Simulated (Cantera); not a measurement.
Cantera run, input and output.

```python
import numpy as np
import cantera as ct

gas = ct.Solution("gri30.yaml")
gas.TPX = 2400, 3200, {'CH4': 0.0078, 'H2': 1, 'O2': 0.0011, 'H2O': 0.05}
inlet = ct.Reservoir(gas, clone=True)

reactor = ct.IdealGasConstPressureReactor(gas, energy="off", clone=False)
exhaust = ct.Reservoir(gas, clone=True)
tau = [19, 8, 3.4, 1.4, 0.61, 0.26, 0.11, 0.047, 0.02, 0.0085][0]
for a, b in ((inlet, reactor), (reactor, exhaust)):
    ct.MassFlowController(a, b, mdot=lambda t: reactor.mass / tau)
net = ct.ReactorNet([reactor])
show = ['CH4', 'H2', 'O2', 'HO2', 'H', 'C2H4']

rows = []
print(f"{'tau/s':>10s}{'T/K':>9s}" + "".join(f"{s:>11s}" for s in show))
for tau in [19, 8, 3.4, 1.4, 0.61, 0.26, 0.11, 0.047, 0.02, 0.0085]:
    net.initial_time = 0.0
    net.advance(30 * tau)
    before = gas.X
    net.advance(40 * tau)
    drift = np.max(np.abs(gas.X - before) / (gas.X + 1e-9))
    rows.append([gas.T, *gas[show].X, drift])
    print(f"{tau:10.3e}{gas.T:9.1f}" + "".join(f"{x:11.3e}" for x in gas[show].X))
```

Result:

```
     tau/s      T/K        CH4         H2         O2        HO2          H       C2H4
 1.900e+01   2400.0  5.777e-08  8.705e-01  8.010e-07  2.488e-10  8.292e-02  4.091e-14
 8.000e+00   2400.0  1.422e-07  8.714e-01  7.843e-07  2.458e-10  8.204e-02  2.423e-13
 3.400e+00   2400.0  3.638e-07  8.734e-01  7.471e-07  2.390e-10  8.003e-02  1.517e-12
 1.400e+00   2400.0  1.085e-06  8.780e-01  6.645e-07  2.233e-10  7.525e-02  1.213e-11
 6.100e-01   2400.0  3.831e-06  8.872e-01  5.281e-07  1.942e-10  6.587e-02  1.202e-10
 2.600e-01   2400.0  2.067e-05  9.025e-01  3.945e-07  1.559e-10  5.009e-02  2.171e-09
 1.100e-01   2400.0  1.125e-04  9.156e-01  5.312e-07  1.756e-10  3.644e-02  3.695e-08
 4.700e-02   2400.0  3.621e-04  9.215e-01  1.209e-06  3.510e-10  2.978e-02  2.674e-07
 2.000e-02   2400.0  8.486e-04  9.245e-01  3.138e-06  9.228e-10  2.536e-02  1.079e-06
 8.500e-03   2400.0  1.684e-03  9.267e-01  8.594e-06  2.756e-09  2.132e-02  3.005e-06
```

Detailed kinetics in Cantera: GRI-Mech 3.0 (53 species, 325 reactions). Radical loss at walls, strong at low pressure, is not modelled.
